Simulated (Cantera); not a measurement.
Feed: 1 mol SiH2Cl2, 1.3 mol O2, 0.19 mol H2, held at 1548 K and 0.133 bar.

Cantera equilibrium calculation (NASA polynomials, part measured and part estimated; ideal gas, pure solids and liquids). Candidate condensed phases: H2O, Si, SiO2; 30 gas species. The tables hold silica as quartz up to 1696 K and as liquid above; real silica turns to tridymite and cristobalite and melts near 1996 K. Gases not in the tables: Si(OH)4. Equilibrium is a limit: real reactors are often held back by kinetics, nucleation or transport.

Base state: HCl 0.779, H2O 0.107, O2 0.0715, Cl 0.0266, Cl2 0.0148, OH 0.000154, ClO 6.03e-5, HOCl 2.51e-5 (mole fractions); condensed: SiO2(β-quartz).

Question: What changes in the equilibrium state with this change: O2 from 1.3 to 0.88 mol?

Answer: 
```json
[
 {"species": "HCl", "before": "0.779", "after": "0.754"},
 {"species": "H2", "before": "3.88e-6", "after": "0.189"},
 {"species": "SiCl4", "before": "4.01e-9", "after": "0.0357"},
 {"species": "H2O", "before": "0.107", "after": "3.37e-5"},
 {"species": "O2", "before": "0.0715", "after": "<1e-9"},
 {"species": "SiCl3", "before": "<1e-9", "after": "0.0109"},
 {"species": "Cl2", "before": "0.0148", "after": "2.86e-7"},
 {"species": "Cl", "before": "0.0266", "after": "0.000117"},
 {"species": "SiCl2", "before": "<1e-9", "after": "0.00929"},
 {"species": "SiHCl3", "before": "<1e-9", "after": "0.00109"},
 {"species": "SiO2(β-quartz), mol", "before": "1.00", "after": "0.880"}
]
```
The tables' values for SiCl3 are old estimates; treat these amounts as uncertain.

Question: What changes in the equilibrium state with this change: H2 from 0.19 to 0.1 mol?

Answer: 
```
species                before     after
-------------------  --------  --------
HCl                     0.779     0.777
O2                     0.0715    0.0876
H2O                     0.107    0.0806
Cl2                    0.0148    0.0218
Cl                     0.0266    0.0323
ClO                   6.03e-5   8.09e-5
HOCl                  2.51e-5   2.77e-5
OH                   0.000154  0.000140
SiO2(β-quartz), mol      1.00      1.00
```

Question: What changes in the equilibrium state with this change: H2 from 0.19 to 51 mol?

Answer: 
```csv
species,before,after
H2,3.88e-6,0.951
HCl,0.779,0.0377
H2O,0.107,0.0113
O2,0.0715,<1e-9
Cl2,0.0148,<1e-9
Cl,0.0266,2.61e-6
ClO,6.03e-5,<1e-9
HOCl,2.51e-5,<1e-9
OH,0.000154,3.27e-8
H,1.66e-7,8.22e-5
"SiO2(β-quartz), mol",1.00,1.000
```
